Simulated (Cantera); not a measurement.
Feed: 1 mol SiCl₄, 1.6 mol Cl₂, 0.96 mol H₂, 0.72 mol HCl, equilibrated at 1573 K and 0.100 bar.

These are equilibrium values from Cantera (NASA tables, ideal gas, pure condensed phases), not measurements of a reactor. Candidate condensed phases: Si; 19 gas species. The tables' values for SiCl₃ are old estimates; treat these amounts as uncertain. Kinetics and transport are ignored.

Base state: HCl 0.588, SiCl₄ 0.223, Cl₂ 0.0968, Cl 0.0919, SiCl₃ 0.000187 (mole fractions); condensed: gas only.

What changes in the equilibrium state with this change: temperature from 1573 K to 950 K?


| species | before | after |
|---|---|---|
| HCl | 0.588 | 0.617 |
| SiCl₄ | 0.223 | 0.234 |
| Cl₂ | 0.0968 | 0.149 |
| Cl | 0.0919 | 0.000216 |
| SiCl₃ | 0.000187 | <1e-9 |
